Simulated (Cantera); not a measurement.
## Hydrocarbon pyrolysis for carbon deposition

An isothermal, constant-pressure homogeneous reactor starts with CH4 : N2 = 1 : 170 (molar parts), at 1650 K and 13300 Pa.

Computed with Cantera and GRI-Mech 3.0 (53 species, 325 reactions). GRI-Mech 3.0 stops at C3 and has no aromatics, soot or wall deposition, so with more carbon than oxygen in the feed, carbon stays in small species such as C2H2 where larger ones or solid carbon would form.

| t (s) | x CH4 | x C2H6 | x H2 | x H | x C2H2 |
|---|---|---|---|---|---|
| 0.000200 | 0.00585 | 3.48e-11 | 5.53e-7 | 1.56e-7 | <1e-12 |
| 0.000539 | 0.00584 | 7.30e-10 | 1.76e-6 | 1.59e-7 | 5.26e-12 |
| 0.00146 | 0.00584 | 1.13e-8 | 5.04e-6 | 1.63e-7 | 3.17e-10 |
| 0.00392 | 0.00582 | 1.25e-7 | 1.48e-5 | 1.97e-7 | 1.75e-8 |
| 0.0106 | 0.00575 | 1.02e-6 | 5.83e-5 | 4.46e-7 | 9.30e-7 |
| 0.0286 | 0.00534 | 5.32e-6 | 0.000465 | 2.21e-6 | 4.49e-5 |
| 0.0770 | 0.00357 | 4.82e-6 | 0.00299 | 8.30e-6 | 0.000803 |
| 0.208 | 0.00174 | 1.12e-6 | 0.00600 | 1.36e-5 | 0.00196 |
| 0.560 | 0.000659 | 1.87e-7 | 0.00769 | 1.82e-5 | 0.00256 |
| 1.51 | 0.000213 | 2.25e-8 | 0.00838 | 2.13e-5 | 0.00279 |
| 4.08 | 6.82e-5 | 2.48e-9 | 0.00860 | 2.26e-5 | 0.00287 |
| 11.0 | 2.24e-5 | 2.76e-10 | 0.00867 | 2.31e-5 | 0.00289 |
| 29.7 | 7.10e-6 | 2.81e-11 | 0.00870 | 2.32e-5 | 0.00290 |
| 80.0 | 1.94e-6 | 2.24e-12 | 0.00870 | 2.33e-5 | 0.00290 |
x: mole fraction; the columns are a selection and need not sum to one.

Equilibrium at this temperature and pressure: CH4 2.14e-7, C2H6 <1e-12, H2 0.00871, H 2.34e-5, C2H2 0.000103 (gas phase only).
